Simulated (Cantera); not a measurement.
Input: 1 mol SiCl4, 1.4 mol HCl, 12 mol H2, equilibrated at 1025 °C and 13300 Pa.

Cantera equilibrium calculation (NASA polynomials, part measured and part estimated; ideal gas, pure solids and liquids). Candidate condensed phases: Si; 19 gas species. The tables' values for SiCl3 are old estimates; treat these amounts as uncertain. Equilibrium is a limit: real reactors are often held back by kinetics, nucleation or transport.

Base state: H2 0.790, HCl 0.142, SiCl4 0.0359, SiCl2 0.0139, SiCl3 0.00912, SiHCl3 0.00901, SiH2Cl2 0.000319 (mole fractions); condensed: gas only.

### Question
What changes in the equilibrium state with this change: pressure from 13300 Pa to 101000 Pa?

### Answer
```
species    before     after
-------  --------  --------
H2          0.790     0.808
HCl         0.142     0.123
SiCl4      0.0359    0.0465
SiCl2      0.0139   0.00321
SiHCl3    0.00901    0.0138
SiCl3     0.00912   0.00500
SiH2Cl2  0.000319  0.000575
```

### Question
What changes in the equilibrium state with this change: temperature from 1025 °C to 502 °C?

### Answer
```json
[
 {"species": "H2", "before": "0.790", "after": "0.833"},
 {"species": "HCl", "before": "0.142", "after": "0.0976"},
 {"species": "SiCl4", "before": "0.0359", "after": "0.0691"},
 {"species": "SiCl2", "before": "0.0139", "after": "<1e-9"},
 {"species": "SiCl3", "before": "0.00912", "after": "4.71e-7"},
 {"species": "SiH2Cl2", "before": "0.000319", "after": "1.62e-7"},
 {"species": "SiHCl3", "before": "0.00901", "after": "0.000381"}
]
```

### Question
What changes in the equilibrium state with this change: temperature from 1025 °C to 1350 °C?

### Answer
```json
[
 {"species": "H2", "before": "0.790", "after": "0.723"},
 {"species": "HCl", "before": "0.142", "after": "0.212"},
 {"species": "SiCl2", "before": "0.0139", "after": "0.0566"},
 {"species": "SiCl4", "before": "0.0359", "after": "0.00158"},
 {"species": "Cl", "before": "3.95e-7", "after": "3.71e-5"},
 {"species": "H", "before": "2.61e-6", "after": "0.000161"}
]
```
